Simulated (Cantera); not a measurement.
A perfectly stirred reactor is fed with CO : H2 : O2 : N2 = 1 : 0.75 : 1.63 : 6.11 (molar parts), at 533 Torr; it is adiabatic with a 750 K inlet, and is followed from long to short residence time, starting on the burning branch (τ in s: 0.36, 0.12, 0.041, 0.014, 0.0045, 0.0015, 0.00051, 0.00017, 5.7e-05, 1.9e-05, 6.4e-06).

Computed with Cantera and GRI-Mech 3.0 (53 species, 325 reactions).

x: mole fraction; the columns are a selection and need not sum to one.

```json
[
 {"τ (s)": "0.36", "T (K)": "2130", "x CO": "0.00207", "x H2": "0.000302", "x O2": "0.0862", "x H": "9.25e-5", "x OH": "0.00327", "x HO2": "2.02e-6"},
 {"τ (s)": "0.12", "T (K)": "2125", "x CO": "0.00270", "x H2": "0.000389", "x O2": "0.0870", "x H": "0.000136", "x OH": "0.00369", "x HO2": "2.04e-6"},
 {"τ (s)": "0.041", "T (K)": "2107", "x CO": "0.00420", "x H2": "0.000607", "x O2": "0.0876", "x H": "0.000269", "x OH": "0.00452", "x HO2": "2.19e-6"},
 {"τ (s)": "0.014", "T (K)": "2067", "x CO": "0.00724", "x H2": "0.00107", "x O2": "0.0884", "x H": "0.000658", "x OH": "0.00578", "x HO2": "2.88e-6"},
 {"τ (s)": "0.0045", "T (K)": "1995", "x CO": "…", "x H2": "…", "x O2": "0.0898", "x H": "…", "x OH": "…", "x HO2": "…"},
 {"τ (s)": "0.0015", "T (K)": "1890", "x CO": "0.0193", "x H2": "0.00319", "x O2": "0.0919", "x H": "0.00413", "x OH": "0.00819", "x HO2": "8.68e-6"},
 {"τ (s)": "0.00051", "T (K)": "1749", "x CO": "…", "x H2": "…", "x O2": "0.0949", "x H": "…", "x OH": "0.00815", "x HO2": "…"},
 {"τ (s)": "0.00017", "T (K)": "1557", "x CO": "0.0424", "x H2": "0.00648", "x O2": "0.102", "x H": "0.0141", "x OH": "0.00661", "x HO2": "2.38e-5"},
 {"τ (s)": "5.7e-5", "T (K)": "1270", "x CO": "0.0775", "x H2": "0.0154", "x O2": "0.127", "x H": "0.0137", "x OH": "0.00355", "x HO2": "4.81e-5"},
 {"τ (s)": "1.9e-5", "T (K)": "750", "x CO": "0.105", "x H2": "0.0790", "x O2": "0.172", "x H": "<1e-12", "x OH": "<1e-12", "x HO2": "<1e-12"},
 {"τ (s)": "6.4e-6", "T (K)": "750", "x CO": "0.105", "x H2": "0.0790", "x O2": "0.172", "x H": "<1e-12", "x OH": "<1e-12", "x HO2": "<1e-12"}
]
```

Complete the blanks.


- 0.0045, x CO: 0.0125
- 0.0045, x H2: 0.00194
- 0.0045, x H: 0.00174
- 0.0045, x OH: 0.00722
- 0.0045, x HO2: 4.87e-6
- 0.00051, x CO: 0.0277
- 0.00051, x H2: 0.00470
- 0.00051, x H: 0.00848
- 0.00051, x HO2: 1.45e-5
